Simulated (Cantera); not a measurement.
Feed: 1 mol Si, 10 mol HBr, a varied amount of Br2, at 825 K and 0.0100 bar.

Cantera equilibrium calculation (NASA polynomials, part measured and part estimated; ideal gas, pure solids and liquids). Candidate condensed phases: Br2, Si; 19 gas species. Equilibrium is a limit: real reactors are often held back by kinetics, nucleation or transport.

x: gas mole fraction; nothing condenses.

| n(Br2) (mol) | x HBr | x Br2 | x H2 | x SiBr4 | x Br | x SiHBr3 | x SiBr3 |
|---|---|---|---|---|---|---|---|
| 0.77 | 0.772 | 1.37e-7 | 0.126 | 0.102 | 1.75e-6 | ? | 6.30e-7 |
| 0.99 | 0.799 | 1.82e-7 | 0.101 | 0.100 | 2.02e-6 | ? | 5.34e-7 |
| 1.3 | 0.835 | 2.96e-7 | 0.0680 | 0.0971 | 2.57e-6 | ? | 4.06e-7 |
| 1.6 | 0.868 | 5.77e-7 | 0.0377 | 0.0943 | 3.59e-6 | ? | 2.83e-7 |
| 2.1 | 0.901 | 0.00879 | 2.67e-6 | 0.0901 | 0.000443 | ? | 2.19e-9 |
| 2.7 | 0.854 | 0.0592 | 3.56e-7 | 0.0854 | 0.00115 | ? | 7.99e-10 |
| 3.5 | 0.799 | 0.119 | 1.55e-7 | 0.0799 | 0.00163 | ? | 5.27e-10 |
| 4.5 | 0.740 | 0.184 | 8.60e-8 | 0.0740 | 0.00203 | ? | 3.93e-10 |

**Question.** Some entries are withheld; supply them.

**Answer.** 
- 0.77, x SiHBr3: 1.14e-5
- 0.99, x SiHBr3: 8.68e-6
- 1.3, x SiHBr3: 5.41e-6
- 1.6, x SiHBr3: 2.81e-6
- 2.1, x SiHBr3: 1.83e-10
- 2.7, x SiHBr3: 2.44e-11
- 3.5, x SiHBr3: 1.06e-11
- 4.5, x SiHBr3: 5.89e-12
